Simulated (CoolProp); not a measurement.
A simple Rankine cycle with hydrogen sulfide: condensing at 291.15 K, boiler at 6.53 MPa, turbine inlet 369.7 K, turbine efficiency 0.85, pump efficiency 0.8, no recuperator. Each further row changes one setting.

Values from CoolProp's reference Helmholtz-energy equation of state, Lemmon 2006. It is a short technical equation, of lower accuracy than the large ones.

```
case                             thermal efficiency (%)  net work (kJ/kg)  heat in (kJ/kg)  turbine exit temperature (K)  volume ratio over the turbine
-------------------------------  ----------------------  ----------------  ---------------  ----------------------------  -----------------------------
as stated                                          12.6              55.1              437                         291.2                           3.42
turbine inlet 389.7 K                              13.2              63.0              477                         291.2                           3.14
condensing temperature 283.15 K                    14.1              64.0              454                         283.2                           4.15
boiler pressure 4.57 MPa                           10.3              49.7              480                         291.6                           2.26
turbine efficiency 0.75                            10.9              47.8              437                         291.2                           3.48
```

The expansion ends wet for: as stated; turbine inlet 389.7 K; condensing temperature 283.15 K; turbine efficiency 0.75.
